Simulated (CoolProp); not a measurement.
Vapour-liquid equilibrium of ethane (1) + hydrogen sulfide (2) at 14 bar; x and y are mole fractions of (1).

The numbers come from the multi-fluid Helmholtz-energy mixture model, Bücker 2006 and Lemmon 2006; pair parameters Kunz 2012 in CoolProp.

Question: Give the bubble temperature and the first vapour's composition at x = 0.15, 0.25, 0.65. Is there an azeotrope?

Answer: x = 0.15: -7.5 °C, y = 0.444; x = 0.25: -12.7 °C, y = 0.550; x = 0.65: -19.8 °C, y = 0.738. y crosses x between x = 0.85 and 0.95: the model has an azeotrope there.

The pair parameters rest on a limited set of measurements; away from them the model extrapolates. With so large a gap from Raoult's law the liquid may split in two, which this calculation doesn't test in full.
